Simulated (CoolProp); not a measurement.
Saturation properties of C3F8 (R218) (Tc = 71.9 °C, pc = 2640 kPa, ω = 0.317).

Model: reference Helmholtz-energy equation of state, Lemmon 2006, in CoolProp. It is a short technical equation, of lower accuracy than the large ones.

| T (°C) | p (kPa) | vapour density (kg/m³) | liquid viscosity (µPa s) |
|---|---|---|---|
| -6.05 | 338.9 | 32.62 | 268 |
| -2.95 | 376.2 | 36.16 | 256 |
| 0.05 | 415.2 | 39.88 | 245 |
| 3.15 | 458.5 | 44.05 | 234 |
| 6.25 | 505.2 | 48.59 | 223 |
| 9.25 | 553.7 | 53.35 | 213 |
| 12.35 | 607.4 | 58.68 | 203 |
| 15.45 | 664.8 | 64.47 | 194 |
| 18.45 | 724.2 | 70.56 | 185 |
| 21.55 | 789.6 | 77.39 | 176 |

It boils at -36.8 °C under 1 atm.

Viscosity comes from a separate model (Huber 2003), an estimate that may be off by 10 % or more.
